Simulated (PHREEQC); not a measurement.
Dissolve 0.25 mol Ba(NO3)2 per kg of water at 25 °C. Closed to the air; pH follows from the charge balance.

Computed with PHREEQC (ion-association model, phreeqc.dat).

This is a speciation only: nothing precipitates in the calculation.

Q: Estimate the activity of water, density.

A: activity of water 0.987; density 1.049 g/cm³.

The ionic strength is past about 0.7 mol/kgw, beyond the range of this activity model, so the values are rough.
